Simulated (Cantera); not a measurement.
Input: 1 mol PbO, 2.6 mol H2, 15 mol N2, equilibrated at 1498.15 K and 1.50 bar.

Method: chemical equilibrium by Gibbs-energy minimisation in Cantera with the NASA 1993 tables (ideal gas, pure condensed phases). Kinetics and transport are ignored.

```
species       before    after
-----------  -------  -------
N2             0.839    0.945
H2O           0.0559   0.0327
Pb            0.0161   0.0161
H2            0.0894  3.46e-5
PbO          3.80e-6  0.00575
Pb(l), mol     0.712    0.264
PbO(l), mol        0    0.389
```
Gas species are given as mole fractions.

Q: Name the change that produced these shifts.
A. H2 from 2.6 to 0.52 mol
B. temperature from 1498.15 K to 1098 K
C. pressure from 1.50 bar to 0.430 bar
D. pressure from 1.50 bar to 0.690 bar

A: A, H2 from 2.6 to 0.52 mol. Each liquid is taken as pure. Mutual solubility and eutectic melting of coexisting phases are not modelled. Gases not in the tables: (PbO)n polymers
